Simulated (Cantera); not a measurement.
A Cantera script and what it prints.

```python
import numpy as np
import cantera as ct

gas_names = """
    H HO2 H2 H2O H2O2 H2S H2SO4 O OH O2 O3 S SH SO SO2 SO3 S2 S2O S8
""".split()
cond_names = """
    H2O(s) H2O(L) H2SO4(L) S(cr1) S(cr2) S(L)
""".split()


# ... load() reads the species with a 1 bar reference pressure and builds the phases ...
atoms = {
    'S': {'S': 1},
    'H2': {'H': 2},
    'O2': {'O': 2},
}
top_T = {}  # K; cautious upper limits of use, not melting points


# ... equilibrate(T, P, feed) seeds the gas with the atoms and calls Mixture.equilibrate('TP', solver="vcs", rtol=1e-11, max_steps=5000) ...
results = []
feed = {'S': 1, 'H2': 2.8, 'O2': 0.63}  # mol
T = 1425  # K
for P in [10, 84, 710, 6000, 50000, 420000, 3600000, 30000000]:
    mix = equilibrate(T, P, feed)
    results.append((T, P, feed, dict(zip(mix.species_names, mix.species_moles))))

top = {s: max(r[3][s] / sum(r[3][g] for g in gas_names) for r in results) for s in gas_names}
cols = sorted((s for s in top if top[s] > 1e-06), key=lambda s: -top[s])[:6]
seen = [c for c in cond_names if any(r[3].get(c, 0) > 1e-12 for r in results)]
print("log10 of partial pressures in bar; condensed amounts in mol")
print(f"{'P/Pa':>10s}" + "".join(f"{s[:9]:>10s}" for s in cols + seen))
for T, P, feed, n in results:
    ng = sum(n[g] for g in gas_names)
    print(f"{P:10.4g}" + "".join(f"{np.log10(max(n[s] / ng * P / 1e5, 1e-99)):10.3f}" for s in cols)
          + "".join(f"{n.get(c, 0):10.4g}" for c in seen))
```

It prints:

```
log10 of partial pressures in bar; condensed amounts in mol
      P/Pa        H2       H2O       H2S        S2       SO2        SO
        10    -4.305    -4.475    -6.019    -4.881    -5.705    -6.361
        84    -3.410    -3.514    -4.661    -3.954    -5.109    -5.831
       710    -2.523    -2.564    -3.332    -3.072    -4.542    -5.327
      6000    -1.664    -1.615    -2.073    -2.271    -3.961    -4.836
     5e+04    -0.846    -0.672    -0.924    -1.609    -3.381    -4.381
   4.2e+05    -0.026     0.268     0.123    -1.154    -2.913    -4.033
   3.6e+06     0.854     1.208     1.100    -0.962    -2.697    -3.877
     3e+07     1.764     2.130     2.029    -0.924    -2.653    -3.846
```

Cantera equilibrium calculation (NASA polynomials, part measured and part estimated; ideal gas, pure solids and liquids). The ideal-gas law is rough above about 30 bar.
